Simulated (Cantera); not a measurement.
Standard-state values (1 bar) from the NASA 1993 polynomials, evaluated with Cantera. Values are per mole of reaction as written; species without (g) are pure solids or liquids, kept so even where they would boil at 1 bar.

7 O(g) + Cr2N ⇌ 2 CrO3(g) + NO(g), with ΔH° = -2113.3 kJ and ΔS° = -449.7 J/K at 300 K.

**Question.** How far is the shortcut ΔG° ≈ ΔH°(300 K) − T·ΔS°(300 K) from the full temperature-dependent value at 1248, 1298, 1348, 1398, 1448, 1498, 1548, 1598, 1648, 1698, 1748 K?

**Answer.** 
| T (K) | shortcut (kJ) | full (kJ) | difference (kJ) | difference in log10 K |
|---|---|---|---|---|
| 1248 | -1552.1 | -1503.2 | -48.9 | 2.05 |
| 1298 | -1529.6 | -1476.8 | -52.9 | 2.13 |
| 1348 | -1507.2 | -1450.2 | -57.0 | 2.21 |
| 1398 | -1484.7 | -1423.6 | -61.1 | 2.28 |
| 1448 | -1462.2 | -1396.8 | -65.3 | 2.36 |
| 1498 | -1439.7 | -1370.0 | -69.7 | 2.43 |
| 1548 | -1417.2 | -1343.1 | -74.1 | 2.50 |
| 1598 | -1394.7 | -1316.1 | -78.6 | 2.57 |
| 1648 | -1372.3 | -1289.1 | -83.2 | 2.64 |
| 1698 | -1349.8 | -1261.9 | -87.9 | 2.70 |
| 1748 | -1327.3 | -1234.7 | -92.6 | 2.77 |
The shortcut ignores the heat-capacity change of the reaction.
